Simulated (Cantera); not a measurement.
Mixture: CH4 : O2 : N2 = 1 : 1.54 : 5.78 (molar parts), at 4.93 atm, adiabatic and at constant volume. Ignition delay is the time to a rise of 400 K.

Computed with Cantera and GRI-Mech 3.0 (53 species, 325 reactions).

Problem. What does this change do: 0.2 parts C2H6 added?

Solution. 
```tsv
quantity	before	after
delay at 1075 K	61.7 ms	7.00 ms
delay at 1150 K	21.2 ms	2.05 ms
delay at 1225 K	7.86 ms	0.740 ms
delay at 1300 K	3.12 ms	0.320 ms
delay at 1375 K	1.31 ms	0.157 ms
delay at 1450 K	0.583 ms	83.4 µs
apparent activation energy between 1300 and 1450 K	180 kJ/mol	140 kJ/mol
```
